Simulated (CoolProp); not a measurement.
Cyclopropane along the isobar 10.2 MPa: Z from the reference equation and from simpler models built on Tc = 398.7 K, pc = 5.605 MPa, ω = 0.131; each cubic takes its own stable root.

Computed with CoolProp (reference Helmholtz-energy equation of state, Polt 1992). This equation is an older, rougher fit; its heat capacities, sound speeds and derivatives of the liquid may be far off and weren't checked against measurements.

```json
[
 {"T (K)": "343.4", "phase": "liquid", "reference": "0.2638", "van der Waals": "0.3953", "Redlich-Kwong": "0.2929", "Peng-Robinson": "0.2561"},
 {"T (K)": "359.8", "phase": "liquid", "reference": "0.2651", "van der Waals": "0.3926", "Redlich-Kwong": "0.2970", "Peng-Robinson": "0.2606"},
 {"T (K)": "376.3", "phase": "liquid", "reference": "0.2698", "van der Waals": "0.3930", "Redlich-Kwong": "0.3053", "Peng-Robinson": "0.2696"},
 {"T (K)": "392.8", "phase": "liquid", "reference": "0.2796", "van der Waals": "0.3971", "Redlich-Kwong": "0.3196", "Peng-Robinson": "0.2857"},
 {"T (K)": "409.2", "phase": "supercritical", "reference": "0.2986", "van der Waals": "0.4063", "Redlich-Kwong": "0.3431", "Peng-Robinson": "0.3137"},
 {"T (K)": "425.7", "phase": "supercritical", "reference": "0.3386", "van der Waals": "0.4229", "Redlich-Kwong": "0.3831", "Peng-Robinson": "0.3640"},
 {"T (K)": "442.2", "phase": "supercritical", "reference": "0.4178", "van der Waals": "0.4504", "Redlich-Kwong": "0.4472", "Peng-Robinson": "0.4436"},
 {"T (K)": "458.6", "phase": "supercritical", "reference": "0.5155", "van der Waals": "0.4928", "Redlich-Kwong": "0.5255", "Peng-Robinson": "0.5293"}
]
```
